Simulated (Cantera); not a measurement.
What does this Cantera script print?

```python
import numpy as np
import cantera as ct

gas_names = [...]  # 113 gases of nasa_gas.yaml made of C, Cu, H, O
cond_names = """
    C(gr) C6H6(L) C7H8(L) C8H18(L),n-octa Cu(cr) Cu(L) CuO(s) CuO2H2(s) Cu2O(s) Cu2O(L) H2O(s) H2O(L)
""".split()


# ... load() reads the species with a 1 bar reference pressure and builds the phases ...
atoms = {
    'CuO': {'Cu': 1, 'O': 1},
    'CO': {'C': 1, 'O': 1},
    'H2': {'H': 2},
}
top_T = {'C(gr)': 4500, 'CuO(s)': 1390}  # K; cautious upper limits of use, not melting points


# ... equilibrate(T, P, feed) seeds the gas with the atoms and calls Mixture.equilibrate('TP', solver="vcs", rtol=1e-11, max_steps=5000) ...
results = []
feed = {'CuO': 1, 'CO': 11, 'H2': 4.1}  # mol
T = 900  # K
P = 12  # Pa
mix = equilibrate(T, P, feed)
results.append((T, P, feed, dict(zip(mix.species_names, mix.species_moles))))
x = sorted(zip(gas.X, gas.species_names), reverse=True)
print(f"T = {T:g} K  P = {P:g} Pa  gas = {mix.phase_moles(0):.4g} mol")
print("   x: " + "  ".join(f"{s} {v:.3e}" for v, s in x if v > 0.001))
print("   condensed (mol): " + ("  ".join(f"{mix.phase(i).name} {mix.phase_moles(i):.4g}"
      for i in range(1, mix.n_phases) if mix.phase_moles(i) > 1e-12) or "none"))
```

Result:

```
T = 900 K  P = 12 Pa  gas = 15.1 mol
   x: CO 6.718e-01  H2 2.619e-01  CO2 5.663e-02  H2O 9.598e-03
   condensed (mol): Cu(cr) 1
```

Cantera equilibrium calculation (NASA polynomials, part measured and part estimated; ideal gas, pure solids and liquids).
